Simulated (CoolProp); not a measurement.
Saturation properties of methanol (Tc = 240.2 °C, pc = 8.216 MPa, ω = 0.565).

Model: reference Helmholtz-energy equation of state, de Reuck 1993, in CoolProp.

```csv
T (°C),p (MPa),liquid cp (kJ/(kg K)),surface tension (mN/m),liquid viscosity (µPa s)
16.45,0.01073,2.484,?,617
28.85,?,2.559,21.8,514
41.25,0.03764,2.643,?,434
53.75,0.06539,2.737,19.7,371
66.15,0.1082,2.840,18.7,320
78.65,0.1726,2.953,17.6,?
91.05,0.2648,?,16.4,244
103.55,0.3951,3.208,15.3,215
115.95,0.5713,3.352,14.0,190
128.35,?,3.511,12.8,169
140.85,1.114,3.691,11.4,150
```

Fill in the missing entries.


- 16.45, surface tension (mN/m): 22.9
- 28.85, p (MPa): 0.02068
- 41.25, surface tension (mN/m): 20.8
- 78.65, liquid viscosity (µPa s): 278
- 91.05, liquid cp (kJ/(kg K)): 3.075
- 128.35, p (MPa): 0.8056

It boils at 64.5 °C under 1 atm.

Viscosity comes from a separate model (Xiang 2006). Surface tension comes from a separate correlation (Mulero 2012).
